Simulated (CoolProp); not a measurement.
Vapour pressure (bar) of carbonyl sulfide: the reference equation beside estimates from Tc = 378.8 K, pc = 63.69 bar, ω = 0.098.

Computed with CoolProp (reference Helmholtz-energy equation of state, Lemmon 2006). It is a short technical equation, of lower accuracy than the large ones.

```
T (K)  reference  Soave-Redlich-Kwong  Peng-Robinson
-----  ---------  -------------------  -------------
256.5      3.830                3.819          3.835
266.5      5.309                5.308          5.307
276.5      7.175                7.195          7.169
286.5      9.485                9.537          9.478
296.5      12.30                12.40          12.30
306.6      15.71                15.87          15.73
316.6      19.72                19.96          19.76
326.6      24.41                24.75          24.51
336.6      29.87                30.31          30.04
346.6      36.17                36.70          36.42
356.7      43.49                44.07          43.81
```

Absolute difference from the reference over all 11 rows, mean and median: Soave-Redlich-Kwong 0.9 and 1.0 %, Peng-Robinson 0.3 and 0.1 %.
